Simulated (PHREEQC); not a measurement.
Dissolve 69 mmol/kgw HF, 0.43 mmol/kgw CsF, 0.32 mmol/kgw H4SiO4 and 3.5 mmol/kgw H3PO4 at 25 °C. Closed to the air; pH follows from the charge balance.

All values are PHREEQC results (ion-association model, wateq4f.dat), not measurements.

```tsv
quantity	before	after
pH	2.14	2.31
ionic strength (mol/kgw)	0.00861	0.00568
HF (mol/kgw)	0.0485	0.0258
H2F2 (mol/kgw)	0.00613	0.00173
F- (mol/kgw)	0.00495	0.00378
H2PO4- (mol/kgw)	0.00178	0.00105
SI of Quartz (SiO2)	-7.20	-6.16
```

What was changed between the two runs?
A. 0.0026 mol/kgw NH4BF4 added
B. HF from 0.069 to 0.345 mol/kgw
C. diluted 2-fold with water
D. H4SiO4 from 0.00032 to 0.00016 mol/kgw

C, diluted 2-fold with water

No solid was allowed to form. wateq4f.dat counts part of the HF as a dimer, H2F2, which phreeqc.dat doesn't know; its constant is uncertain. H3PO4, which wateq4f.dat lacks, is added to it with the constant of phreeqc.dat. SiF6-2 is the database's only silicon fluoride.
